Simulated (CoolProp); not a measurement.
The fluid at 298.15 K and 2.15 MPa is throttled through a valve to 0.875 MPa with no heat exchange. The same conditions are run with several fluids, on thermodynamics alone (safety and materials aside).

Model: reference Helmholtz-energy equation of state of each fluid (C2F6 (R116): Lemmon 2006; carbon monoxide: Lemmon 2006; dry air: Lemmon 2000; fluorine: de Reuck 1990; methane: Setzmann 1991), in CoolProp. Blends and air are pseudo-pure fits.

Q: Rank C2F6 (R116), carbon monoxide, dry air, fluorine, methane by temperature change (K), highest first.

A: fluorine (-2.4), dry air (-2.8), carbon monoxide (-3.1), methane (-5.6), C2F6 (R116) (-14.6)

```tsv
fluid	final density (kg/m³)
C2F6 (R116)	58.1
carbon monoxide	10.0
dry air	10.4
fluorine	13.6
methane	5.87
```
